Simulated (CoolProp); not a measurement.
Vapour-liquid equilibrium of n-butane (1) + cyclohexane (2) at 375.2 K; x and y are mole fractions of (1).

Model: multi-fluid Helmholtz-energy mixture model, Bücker 2006 and Zhou 2014; pair parameters Bell 2016, in CoolProp.

```
x     bubble pressure (MPa)  y at the bubble point  dew pressure at overall composition x (MPa)  liquid density (mol/L)
----  ---------------------  ---------------------  -------------------------------------------  ----------------------
0.05                 0.2322                  0.234                                       0.1929              (withheld)
0.2                  0.4027                  0.611                                       0.2239                   8.395
0.35                 0.6018             (withheld)                                       0.2669              (withheld)
0.5                  0.8148                  0.865                                       0.3309                   8.457
0.65                  1.032                  0.918                                       0.4366                   8.419
0.8                   1.255                  0.956                                       0.6452                   8.308
0.95                  1.498                  0.989                                        1.214                   8.085
```

Problem. Fill in the missing entries.

Solution. 
- 0.05, liquid density (mol/L): 8.317
- 0.35, y at the bubble point: 0.777
- 0.35, liquid density (mol/L): 8.444

No azeotrope shows between x = 0.05 and 0.95.

Pair parameters are fitted to limited data, so mixtures are less certain than the pure fluids.
